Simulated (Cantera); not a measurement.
Input: 1 mol borazine, 36 mol H₂, 3.3 mol N₂, equilibrated at 16.0 mbar.

These are equilibrium values from Cantera (NASA tables, ideal gas, pure condensed phases), not measurements of a reactor. Candidate condensed phases: B, BN; 15 gas species. The feed counts by its element totals alone. The tables' values for BH₂ are old estimates; treat these amounts as uncertain. The numbers say what is thermodynamically allowed, not how fast it happens. All values below are at 1700 °C.

Base state: H₂ 0.912, N₂ 0.0777, H 0.0102, BH₂ 9.15e-5 (mole fractions); condensed: BN(s).

**Question.** What changes in the equilibrium state with this change: borazine replaced by B₂O₃?

**Answer.** 
```
species     before     after
----------  ------  --------
H₂           0.912     0.863
N₂          0.0777    0.0814
HBO              0    0.0174
HBO₂             0    0.0149
H           0.0102   0.00991
B₂O₃             0   0.00597
H₂O              0   0.00373
BO               0   0.00298
B₂O₂             0  0.001000
BO₂              0   1.97e-5
BN(s), mol    3.00         0
```
Further candidate phases: B₂O₃, B₃O₃H₃, H₂O.
